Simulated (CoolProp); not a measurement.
A simple Rankine cycle with dimethyl ether: condensing at 300.15 K, boiler at 4.19 MPa, turbine inlet 391.5 K, turbine efficiency 0.6, pump efficiency 0.7, no recuperator. Each further row changes one setting.

Model: reference Helmholtz-energy equation of state, Wu 2011, in CoolProp.

| case | thermal efficiency (%) | net work (kJ/kg) | heat in (kJ/kg) | turbine exit temperature (K) | volume ratio over the turbine |
|---|---|---|---|---|---|
| as stated | 9.5 | 42.3 | 446 | 304.0 | 8.14 |
| turbine inlet 411.5 K | 10.1 | 51.5 | 509 | 335.5 | 7.38 |
| condensing temperature 292.15 K | 10.4 | 48.4 | 466 | 297.0 | 10.3 |
| boiler pressure 2.93 MPa | 8.8 | 43.9 | 499 | 333.9 | 4.92 |
| turbine efficiency 0.5 | 7.6 | 34.0 | 446 | 308.8 | 8.34 |
